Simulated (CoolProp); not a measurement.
Aqueous calcium chloride as a coolant, at 3 °C, 1 atm.

Values from CoolProp's Melinder's fits for secondary coolants.

```
mass %  freezing point (°C)  viscosity (mPa s)  density (kg/m³)  conductivity (W/(m K))  Prandtl number
------  -------------------  -----------------  ---------------  ----------------------  --------------
2.3                    -1.1               1.70             1019                   0.566            12.1
5.1                    -2.4               1.80             1043                   0.564            12.4
7.8                    -4.1               1.92             1067                   0.562            12.6
10.6                   -6.4               2.07             1093                   0.559            13.1
13.3                   -9.1               2.25             1119                   0.557            13.7
16.1                  -12.4               2.48             1146                   0.554            14.5
18.8                  -16.3               2.77             1172                   0.551            15.7
21.6                  -21.2               3.15             1200                   0.548            17.2
24.3                  -27.2               3.62             1228                   0.545            19.3
27.1                  -35.6               4.24             1258                   0.541            22.1
29.8                  -47.0               5.06             1288                   0.537            25.7
```
